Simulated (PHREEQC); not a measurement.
KOH is added in steps, without added water, to 1 kg of water holding 0.012 mol H2SO4, 0.00021 mol KNO3 and 0.0073 mol CuSO4, at 20 °C. Oxygen alone is held at its pressure in air (log pO2 = -0.68). The system is closed to CO2. Only these solids could form: Cu(OH)2, Brochantite, Antlerite, Cu2(OH)3NO3, Chalcanthite.

Base run: PHREEQC, ion-association model, wateq4f.dat. Each further column changes one thing. The table gives HSO4- (mol/kgw).

| KOH added (mol) | base | KNO3 left out | CuSO4 left out | 0.003 mol/kgw HBr added | no solid may form |
|---|---|---|---|---|---|
| 0 | 0.00722 | 0.00722 | 0.00572 | 0.00778 | 0.00722 |
| 0.00325 | 0.00647 | 0.00647 | 0.00518 | 0.00709 | 0.00647 |
| 0.00975 | 0.00477 | 0.00478 | 0.00392 | 0.00553 | 0.00477 |
| 0.013 | 0.00382 | 0.00382 | 0.00318 | 0.00465 | 0.00382 |
| 0.01625 | 0.00279 | 0.00279 | 0.00235 | 0.00370 | 0.00279 |
| 0.02275 | 0.000482 | 0.000483 | ___ | 0.00157 | 0.000482 |
| 0.026 | 1.53e-5 | 1.53e-5 | 2.38e-12 | 0.000383 | 3.28e-7 |
| 0.02925 | 1.02e-5 | 1.03e-5 | 8.90e-13 | 1.46e-5 | 1.16e-7 |
| 0.03575 | 9.40e-10 | 9.40e-10 | 3.85e-13 | 3.32e-6 | ___ |
| 0.039 | 1.78e-11 | 1.78e-11 | 2.97e-13 | ___ | 1.89e-11 |
| 0.04225 | 1.92e-12 | 1.92e-12 | 2.41e-13 | 1.08e-11 | 2.07e-12 |
| 0.04875 | 6.73e-13 | 6.73e-13 | 1.73e-13 | 9.55e-13 | 7.43e-13 |
| 0.052 | 5.04e-13 | 5.04e-13 | 1.51e-13 | 6.49e-13 | 5.61e-13 |

Problem. Complete the blanks.

Solution. 
- 0.02275, CuSO4 left out: 0.000417
- 0.03575, no solid may form: 1.58e-8
- 0.039, 0.003 mol/kgw HBr added: 9.36e-10

The database's constant for dissolved Cu(OH)2 is higher than later reviews accept.  In at least one series the solution becomes supersaturated in solids that the run did not let form, among them Cu(OH)2, Brochantite, Antlerite, Cu2(OH)3NO3. Solids allowed in the column 'KNO3 left out': Cu(OH)2, Brochantite, Antlerite, Chalcanthite.
